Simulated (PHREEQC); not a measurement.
1 kg of water holding 0.44 mol/kgw SrCl2, 0.027 mol/kgw MgCl2, 0.32 mol/kgw KCl and 0.064 mol/kgw CaCl2 is evaporated at 25 °C; the solids stay in contact with the brine. No CO2 enters from the air. Solids allowed: Bischofite, Brucite, Carnallite, Portlandite, Sylvite, MgCl2_4H2O. Others were left out.

The series has 10 steps of water left (kg), from 1 to 0.1711.

All values are PHREEQC results (Pitzer model, pitzer.dat), not measurements.

Task: Which solids form, in which order, and at which step of the series does each first stand?

Result: Sylvite from water left = 0.1711 kg.
